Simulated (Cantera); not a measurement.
Ammonia decomposition in nitride growth gas

An isothermal, constant-pressure homogeneous reactor starts with 36.0 % NH₃, 64.0 % N₂, at 1500 K and 100000 Pa.

Cantera simulation using the gas-phase N/H chemistry of the illustrative SiF4/NH3 mechanism in the Surface Chemkin manual (1991); the numbers are that mechanism's predictions, not measurements. Walls and surfaces, which speed up NH3 decomposition in real reactors, are not modelled.

```csv
t (s),x NH₃,x N₂H₄,x N₂,x H₂,x NH₂,x N
2.00e-6,0.360,<1e-12,0.640,4.03e-9,9.13e-9,<1e-12
1.29e-5,0.360,<1e-12,0.640,3.19e-8,6.49e-8,<1e-12
8.38e-5,0.360,1.66e-11,0.640,2.13e-7,4.26e-7,<1e-12
0.000543,0.360,8.30e-10,0.640,1.40e-6,2.76e-6,<1e-12
0.00352,0.360,3.13e-8,0.640,1.32e-5,1.67e-5,3.94e-12
0.0228,0.360,1.02e-7,0.640,0.000254,3.02e-5,3.51e-11
0.147,0.358,9.97e-8,0.640,0.00196,2.98e-5,1.98e-10
0.954,0.349,8.90e-8,0.639,0.0126,2.82e-5,9.69e-10
6.18,0.300,5.88e-8,0.634,0.0663,2.29e-5,1.71e-9
40.0,0.174,1.66e-8,0.621,0.205,1.22e-5,9.34e-10
```
x: mole fraction; the columns are a selection and need not sum to one.

Equilibrium at this temperature and pressure: NH₃ 1.19e-5, N₂H₄ <1e-12, N₂ 0.603, H₂ 0.397, NH₂ 7.36e-10, N <1e-12 (gas phase only).
